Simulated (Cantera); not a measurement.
Feed: 1 mol PH3, a varied amount of O2, held at 2548 K and 42.0 bar.

These are equilibrium values from Cantera (NASA tables, ideal gas, pure condensed phases), not measurements of a reactor. Candidate condensed phases: H2O, P, P4O10; 17 gas species. The ideal-gas law is rough above about 30 bar. Gases not in the tables: HPO2, HPO3 and P4O6. Kinetics and transport are ignored.

Task: At 0.25 mol O2, list the 6 most abundant gas species with their mole fractions, and the condensed phases.

Result: H2 0.570, P2 0.197, H2O 0.147, PO 0.0626, PO2 0.0153, H 0.00360. Condensed: gas only.
